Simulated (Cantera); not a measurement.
Input: 1 mol H2S, 0.37 mol SO2, equilibrated at 975 K and 740000 Pa.

Method: chemical equilibrium by Gibbs-energy minimisation in Cantera with the NASA 1993 tables (ideal gas, pure condensed phases). Candidate condensed phases: H2O, H2SO4, S; 19 gas species. Gases not in the tables: S3 to S7. Equilibrium is a limit: real reactors are often held back by kinetics, nucleation or transport.

Base state: H2O 0.354, H2S 0.325, S2 0.235, SO2 0.0704, S2O 0.00870, S8 0.00623, H2 0.00138, SH 1.17e-5 (mole fractions); condensed: gas only.

Task: What changes in the equilibrium state with this change: pressure from 740000 Pa to 133 Pa?

Result: 
| species | before | after |
|---|---|---|
| H2O | 0.354 | 0.444 |
| S2 | 0.235 | 0.352 |
| H2S | 0.325 | 0.152 |
| H2 | 0.00138 | 0.0391 |
| SO2 | 0.0704 | 0.0125 |
| S8 | 0.00623 | <1e-9 |
| S2O | 0.00870 | 0.000577 |
| SH | 1.17e-5 | 7.64e-5 |
